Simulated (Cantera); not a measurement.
**Stirred combustor or abatement burner**

A perfectly stirred reactor is fed with CH4 : O2 : N2 = 1 : 3.33 : 12.5 (molar parts), at 0.230 bar; it is adiabatic with a 623 K inlet, and is followed from long to short residence time, starting on the burning branch (τ in s: 0.37, 0.096, 0.025, 0.0064, 0.0017, 0.00043, 0.00011, 2.9e-05, 7.5e-06).

Cantera simulation using GRI-Mech 3.0 (53 species, 325 reactions); the numbers are that mechanism's predictions, not measurements.

```json
[
 {"τ (s)": "0.37", "T (K)": "1903", "x CH4": "4.37e-6", "x O2": "0.0785", "x CH3": "1.12e-6", "x CO": "0.000853", "x O": "0.000560", "x H2O": "0.117", "x NO": "0.000123"},
 {"τ (s)": "0.096", "T (K)": "1883", "x CH4": "1.05e-5", "x O2": "0.0786", "x CH3": "2.40e-6", "x CO": "0.00182", "x O": "0.00120", "x H2O": "0.116", "x NO": "6.32e-5"},
 {"τ (s)": "0.025", "T (K)": "1842", "x CH4": "2.53e-5", "x O2": "0.0790", "x CH3": "5.00e-6", "x CO": "0.00372", "x O": "0.00252", "x H2O": "0.113", "x NO": "3.12e-5"},
 {"τ (s)": "0.0064", "T (K)": "1774", "x CH4": "6.77e-5", "x O2": "0.0800", "x CH3": "1.12e-5", "x CO": "0.00685", "x O": "0.00467", "x H2O": "0.110", "x NO": "1.60e-5"},
 {"τ (s)": "0.0017", "T (K)": "1683", "x CH4": "0.000214", "x O2": "0.0826", "x CH3": "2.89e-5", "x CO": "0.0117", "x O": "0.00683", "x H2O": "0.106", "x NO": "8.52e-6"},
 {"τ (s)": "0.00043", "T (K)": "1564", "x CH4": "0.00110", "x O2": "0.0914", "x CH3": "0.000117", "x CO": "0.0230", "x O": "0.00615", "x H2O": "0.101", "x NO": "2.85e-6"},
 {"τ (s)": "0.00011", "T (K)": "623", "x CH4": "0.0594", "x O2": "0.198", "x CH3": "<1e-12", "x CO": "<1e-12", "x O": "<1e-12", "x H2O": "<1e-12", "x NO": "<1e-12"},
 {"τ (s)": "2.9e-5", "T (K)": "623", "x CH4": "0.0594", "x O2": "0.198", "x CH3": "<1e-12", "x CO": "<1e-12", "x O": "<1e-12", "x H2O": "<1e-12", "x NO": "<1e-12"},
 {"τ (s)": "7.5e-6", "T (K)": "623", "x CH4": "0.0594", "x O2": "0.198", "x CH3": "<1e-12", "x CO": "<1e-12", "x O": "<1e-12", "x H2O": "<1e-12", "x NO": "<1e-12"}
]
```
x: mole fraction; the columns are a selection and need not sum to one.
